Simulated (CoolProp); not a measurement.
A single-stage vapour-compression cycle with R21: evaporating at 257.15 K (dew point), condensing at 321.15 K (bubble point), superheat 5 K, subcooling 8 K, compressor efficiency 0.7, no pressure losses. Each further row changes one setting.

Values from CoolProp's reference Helmholtz-energy equation of state, Platzer 1990. This equation is an older, rougher fit; its heat capacities, sound speeds and derivatives of the liquid may be far off and weren't checked against measurements.

```json
[
 {"case": "as stated", "cooling COP": "2.38", "pressure ratio": "10.8", "discharge temperature (K)": "400.2", "refrigerating effect (kJ/kg)": "197", "volumetric capacity (kJ/m³)": "327"},
 {"case": "evaporating temperature 262.15 K", "cooling COP": "2.67", "pressure ratio": "8.55", "discharge temperature (K)": "392.1", "refrigerating effect (kJ/kg)": "200", "volumetric capacity (kJ/m³)": "413"},
 {"case": "condensing temperature 316.15 K", "cooling COP": "2.62", "pressure ratio": "9.34", "discharge temperature (K)": "391.2", "refrigerating effect (kJ/kg)": "202", "volumetric capacity (kJ/m³)": "336"},
 {"case": "subcooling 13 K", "cooling COP": "2.44", "pressure ratio": "10.8", "discharge temperature (K)": "400.2", "refrigerating effect (kJ/kg)": "202", "volumetric capacity (kJ/m³)": "336"},
 {"case": "superheat 15 K", "cooling COP": "2.35", "pressure ratio": "10.8", "discharge temperature (K)": "412.8", "refrigerating effect (kJ/kg)": "203", "volumetric capacity (kJ/m³)": "324"},
 {"case": "compressor efficiency 0.6", "cooling COP": "2.04", "pressure ratio": "10.8", "discharge temperature (K)": "419.6", "refrigerating effect (kJ/kg)": "197", "volumetric capacity (kJ/m³)": "327"}
]
```
